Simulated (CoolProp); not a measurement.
Model: reference Helmholtz-energy equation of state, Lemmon 2006, in CoolProp. It is a short technical equation, of lower accuracy than the large ones.

Q: Give the vapour pressure (kPa), vapour density (kg/m³), enthalpy of vaporisation (kJ/kg), liquid cp (kJ/(kg K)) of saturated C3F8 (R218) at 178.3, 202.8, 206.3 K.

A: 
| T (K) | p (kPa) | vapour density (kg/m³) | enthalpy of vaporisation (kJ/kg) | liquid cp (kJ/(kg K)) |
|---|---|---|---|---|
| 178.3 | 2.54 | 0.324 | 124 | 0.863 |
| 202.8 | 16.4 | 1.86 | 116 | 0.906 |
| 206.3 | 20.5 | 2.29 | 115 | 0.913 |
